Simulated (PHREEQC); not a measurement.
Make-up at 25 °C: 1.4 mmol/kgw Cu(BF4)2, 0.53 mmol/kgw H2SO4 and 7.2 mmol/kgw Na2SO4. Closed to the air; pH follows from the charge balance.

Computed with PHREEQC (ion-association model, phreeqc.dat).

This is a speciation only: nothing precipitates in the calculation.

Task: Order these S species by the share of S that they hold, largest first: SO4-2, HSO4-, NaSO4-, CuSO4.

Result: SO4-2 (85 %), HSO4- (6.3 %), CuSO4 (5.3 %), NaSO4- (3.3 %)

The pH is 2.93 and the ionic strength 0.0250 mol/kgw. Complexes and solids missing from the database can't appear. Real BF4- forms and hydrolyses slowly; the run takes it at equilibrium.
